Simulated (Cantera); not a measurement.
**Fe2O3 + CO + N2 + CH4 (carbothermic reduction)**

Charge: 1 mol Fe2O3, 1.2 mol CO, 0.51 mol N2, 1.2 mol CH4, at 1.20 mbar.

Equilibrium computed with Cantera from the NASA thermochemical tables; the gas is ideal and each condensed phase is pure. Candidate condensed phases: C, C6H6, C7H8, C8H18, Fe, Fe(CO)5, FeO, Fe(OH)2, Fe(OH)3, Fe2O3, Fe3O4, H2O; 140 gas species. Mutual solubility and eutectic melting of coexisting phases are not modelled. The tables' stoichiometric FeO is somewhat more stable than real wüstite, so its field is too wide. FeO: taken at fixed stoichiometry. Equilibrium is a limit: real reactors are often held back by kinetics, nucleation or transport.

```tsv
T (K)	log p CO	log p H2	log p H2O	log p N2	log p CO2	log p Fe	log p H	n Fe(α)	n FeO(s)	n Fe(γ)
975	-3.37	-3.33	-4.11	-3.94	-3.94	-14.37	-10.61	1.05	0.949	0
1025	-3.36	-3.34	-4.06	-3.94	-3.97	-13.31	-10.03	1.06	0.944	0
1075	-3.36	-3.35	-4.02	-3.94	-3.99	-12.35	-9.51	1.07	0.929	0
1125	-3.35	-3.36	-3.98	-3.94	-4.01	-11.47	-9.03	1.09	0.909	0
1175	-3.35	-3.37	-3.95	-3.94	-4.03	-10.68	-8.60	1.11	0.888	0
1225	-3.34	-3.38	-3.91	-3.94	-4.05	-9.95	-8.19	0	0.865	1.14
1275	-3.34	-3.38	-3.89	-3.94	-4.06	-9.28	-7.82	0	0.842	1.16
1325	-3.34	-3.39	-3.86	-3.94	-4.08	-8.66	-7.48	0	0.821	1.18
1375	-3.34	-3.40	-3.84	-3.94	-4.09	-8.09	-7.17	0	0.801	1.20
1425	-3.33	-3.41	-3.82	-3.94	-4.10	-7.55	-6.87	0	0.783	1.22
1475	-3.33	-3.41	-3.80	-3.94	-4.12	-7.06	-6.59	0	0.766	1.23
1525	-3.33	-3.42	-3.79	-3.94	-4.13	-6.60	-6.34	0	0.750	1.25
1575	-3.33	-3.43	-3.78	-3.94	-4.14	-6.17	-6.10	0	0.736	1.26
1625	-3.33	-3.43	-3.76	-3.94	-4.15	-5.76	-5.87	0	0.723	1.27
```
log p: log10 of the partial pressure in bar; n: condensed amount in mol.

From 975 K to 1175 K the condensed part is Fe(α) + FeO(s). From 1225 K to 1625 K the condensed part is Fe(γ) + FeO(s).
